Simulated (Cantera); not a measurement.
Input: 1 mol HF, 0.59 mol SO2, 2.9 mol H2, 0.21 mol O2, held at 2325 K and 13.3 mbar.

These are equilibrium values from Cantera (NASA tables, ideal gas, pure condensed phases), not measurements of a reactor. Candidate condensed phases: H2O, H2SO4, S; 43 gas species. Equilibrium is a limit: real reactors are often held back by kinetics, nucleation or transport.

Base state: H2 0.374, H2O 0.224, HF 0.219, H 0.0582, SO 0.0473, SO2 0.0361, S 0.0169, S2 0.00968 (mole fractions); condensed: gas only.

### Question
What changes in the equilibrium state with this change: HF replaced by H2S?

### Answer
```csv
species,before,after
H2,0.374,0.517
H2O,0.224,0.173
SO,0.0473,0.0687
HF,0.219,0
S2,0.00968,0.0657
SH,0.00799,0.0245
S,0.0169,0.0441
SO2,0.0361,0.0293
H,0.0582,0.0685
F,4.36e-5,0
S2O,8.81e-5,0.000334
H2S,0.00117,0.00423
```
